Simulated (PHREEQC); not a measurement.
0.011 g of hydrous ferric oxide (600 m²/g; 0.2 weak and 0.005 strong sites per Fe, Dzombak-Morel constants, diffuse double layer) in 1 kg of water with 0.01 mol/kgw of an inert sodium salt and 1e-05 mol Ag2SO4, at 25 °C; the pH is set by adding NaOH or the inert anion's acid. Oxygen alone is held at its pressure in air (log pO2 = -0.68). No CO2 enters from the air. Precipitation was switched off in this run.

Model: ion-association model, wateq4f.dat, run in PHREEQC.

Q: Predict S sorbed (%) at pH = 4, 8.

A: 
```tsv
pH	S sorbed (%)
4	74.2
8	0.0
```
